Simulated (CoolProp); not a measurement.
Vapour-liquid equilibrium of n-heptane (1) + p-xylene (2) at 486 kPa; x and y are mole fractions of (1).

Model: multi-fluid Helmholtz-energy mixture model, Span 2003 and Zhou 2012; pair parameters Bell 2016, in CoolProp.

```tsv
x	bubble temperature, mixture model (K)	bubble temperature, Raoult's law (K)	y, mixture model	y, Raoult's law
0.05	477.5	478.2	0.111	0.110
0.125	471.9	473.4	0.251	0.253
0.2	467.0	468.9	0.367	0.375
0.275	462.7	464.7	0.464	0.479
0.35	458.8	460.8	0.547	0.568
0.425	455.3	457.2	0.619	0.646
0.5	452.2	453.8	0.683	0.713
0.575	449.2	450.6	0.741	0.773
0.65	446.5	447.6	0.793	0.825
0.725	444.0	444.8	0.842	0.871
0.8	441.5	442.1	0.888	0.911
0.875	439.3	439.6	0.931	0.948
0.95	437.1	437.2	0.973	0.980
```

The largest gap from Raoult's law is -2.0 K in bubble temperature, at x = 0.35. No azeotrope shows between x = 0.05 and 0.95.

The pair parameters rest on a limited set of measurements; away from them the model extrapolates.
